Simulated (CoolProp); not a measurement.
Properties of R407C along the isotherm 500 K (Tc = 359.3 K, pc = 4.632 MPa, ω = 0.363).

Values from CoolProp's reference Helmholtz-energy equation of state, Lemmon 2003. It is a pseudo-pure fit of the blend.

| p (MPa) | phase | Z | speed of sound (m/s) | viscosity (µPa s) | fugacity coefficient |
|---|---|---|---|---|---|
| 0.463 | gas | 0.9896 | 227.9 | ? | 0.9896 |
| 0.926 | gas | 0.9792 | 226.2 | 20.7 | 0.9794 |
| 1.39 | gas | 0.9688 | ? | 20.8 | 0.9692 |
| 1.85 | gas | 0.9585 | ? | 20.9 | 0.9592 |
| 2.32 | gas | 0.9481 | 221.2 | 21.1 | 0.9492 |
| 2.78 | gas | 0.9380 | ? | 21.4 | 0.9395 |
| 3.24 | gas | 0.9279 | 218.1 | 21.6 | ? |
| 3.71 | gas | 0.9178 | 216.6 | 22.0 | 0.9202 |
| 4.17 | gas | 0.9080 | 215.3 | 22.3 | 0.9109 |
| 4.63 | gas | 0.8983 | 214.0 | 22.7 | 0.9018 |
| 5.09 | supercritical | 0.8888 | 212.8 | 23.1 | 0.8927 |
| 5.56 | supercritical | 0.8792 | 211.6 | 23.6 | 0.8836 |
| 6.02 | supercritical | 0.8701 | 210.6 | 24.1 | 0.8749 |
| 6.48 | supercritical | 0.8612 | ? | 24.6 | ? |
| 6.95 | supercritical | 0.8523 | 209.0 | 25.1 | ? |

Question: Fill in the missing entries.

Answer: 
- 0.463, viscosity (µPa s): 20.6
- 1.39, speed of sound (m/s): 224.5
- 1.85, speed of sound (m/s): 222.8
- 2.78, speed of sound (m/s): 219.6
- 3.24, fugacity coefficient: 0.9299
- 6.48, speed of sound (m/s): 209.8
- 6.48, fugacity coefficient: 0.8662
- 6.95, fugacity coefficient: 0.8576

Viscosity comes from a separate model (Geller 2000).
